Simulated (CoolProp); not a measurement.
Computed with CoolProp (reference Helmholtz-energy equation of state, Lemmon 2006). It is a short technical equation, of lower accuracy than the large ones.

For carbonyl sulfide, give the phase and the cp (kJ/(kg K)), isothermal compressibility (1/MPa), expansivity (1/kK) at 406.9 K and 33300 kPa; 406.9 K and 46700 kPa.


- 406.9 K and 33300 kPa: supercritical; cp 1.31, isothermal compressibility 0.00611, expansivity 2.71
- 406.9 K and 46700 kPa: supercritical; cp 1.23, isothermal compressibility 0.00390, expansivity 2.07
